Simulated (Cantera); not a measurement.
Mixture: CH₃OH : O₂ : N₂ = 1 : 1.56 : 5.88 (molar parts), equivalence ratio 0.96, at 7500 Torr, adiabatic and at constant volume. Ignition delay is the time to a rise of 400 K.

Computed with Cantera and GRI-Mech 3.0 (53 species, 325 reactions). GRI-Mech 3.0 was tuned for natural gas; its chemistry of methanol as a main component is partial and can be far from experiment.

Question: Predict: delay at 1175 K; delay at 1225 K; delay at 1275 K; delay at 1325 K; delay at 1375 K; delay at 1425 K; apparent activation energy between 1325 and 1425 K.

Answer: 
- delay at 1175 K: 2.25 ms
- delay at 1225 K: 0.967 ms
- delay at 1275 K: 0.446 ms
- delay at 1325 K: 0.219 ms
- delay at 1375 K: 0.114 ms
- delay at 1425 K: 63.2 µs
- apparent activation energy between 1325 and 1425 K: 200 kJ/mol
